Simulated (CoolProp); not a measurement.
trans-2-butene along the isotherm 229.5 K: Z from the reference equation and from simpler models built on Tc = 428.6 K, pc = 4.019 MPa, ω = 0.210; each cubic takes its own stable root.

Model: reference Helmholtz-energy equation of state, Lemmon 2005, in CoolProp. It is a short technical equation, of lower accuracy than the large ones.

| p (MPa) | phase | reference | van der Waals | Redlich-Kwong | Soave-Redlich-Kwong | Peng-Robinson |
|---|---|---|---|---|---|---|
| 0.0318 | liquid | 0.001387 | 0.9901 | [?] | 0.001526 | 0.001355 |
| 0.0479 | liquid | 0.002089 | 0.9850 | [?] | 0.002298 | 0.002040 |
| 0.0723 | liquid | 0.003153 | 0.9772 | [?] | [?] | 0.003080 |
| 0.109 | liquid | 0.004753 | 0.9653 | 0.005323 | 0.005230 | 0.004643 |
| 0.165 | liquid | 0.007194 | 0.9464 | 0.008057 | 0.007916 | 0.007027 |
| 0.248 | liquid | 0.01081 | 0.01794 | 0.01211 | 0.01190 | 0.01056 |
| 0.375 | liquid | 0.01635 | 0.02710 | [?] | 0.01798 | [?] |
| 0.565 | liquid | 0.02462 | 0.04080 | 0.02757 | 0.02709 | 0.02405 |
| 0.852 | liquid | 0.03711 | 0.06145 | 0.04154 | 0.04083 | 0.03625 |
| 1.29 | liquid | [?] | 0.09286 | 0.06284 | 0.06177 | 0.05486 |
| 1.94 | liquid | 0.08440 | 0.1393 | 0.09439 | 0.09280 | [?] |
| 2.93 | liquid | 0.1273 | 0.2095 | 0.1423 | 0.1399 | 0.1243 |
| 4.41 | liquid | 0.1913 | 0.3136 | 0.2136 | 0.2102 | 0.1868 |
| 6.66 | liquid | 0.2881 | 0.4699 | 0.3212 | 0.3163 | 0.2813 |
| 10 | liquid | 0.4309 | 0.6984 | 0.4796 | 0.4728 | 0.4208 |

Problem. Some entries are withheld; supply them.

Solution. 
- 0.0318, Redlich-Kwong: 0.001553
- 0.0479, Redlich-Kwong: 0.002339
- 0.0723, Redlich-Kwong: 0.003531
- 0.0723, Soave-Redlich-Kwong: 0.003469
- 0.375, Redlich-Kwong: 0.01830
- 0.375, Peng-Robinson: 0.01597
- 1.29, reference: 0.05616
- 1.94, Peng-Robinson: 0.08243

At some of these states van der Waals gives the other phase, because its saturation line lies elsewhere.
